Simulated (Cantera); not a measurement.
## Ignition delay

Mixture: CH4 : C2H6 : O2 : N2 = 1 : 0.17 : 2 : 7.39 (molar parts), at 17.8 atm, adiabatic and at constant pressure. Ignition delay is the time to a rise of 400 K.

Cantera simulation using GRI-Mech 3.0 (53 species, 325 reactions); the numbers are that mechanism's predictions, not measurements. The pressure lies above the range GRI-Mech 3.0 was tuned for (to about 10 atm).

```json
[
 {"T0 (K)": "1000", "delay (ms)": "13.6"},
 {"T0 (K)": "1075", "delay (ms)": "3.28"},
 {"T0 (K)": "1150", "delay (ms)": "0.987"},
 {"T0 (K)": "1225", "delay (ms)": "0.359"},
 {"T0 (K)": "1300", "delay (ms)": "0.153"},
 {"T0 (K)": "1375", "delay (ms)": "0.0738"},
 {"T0 (K)": "1450", "delay (ms)": "0.0389"},
 {"T0 (K)": "1525", "delay (ms)": "0.0217"}
]
```

```
Property                                                 Value
--------------------------------------------------  ----------
apparent activation energy between 1375 and 1525 K  140 kJ/mol
```
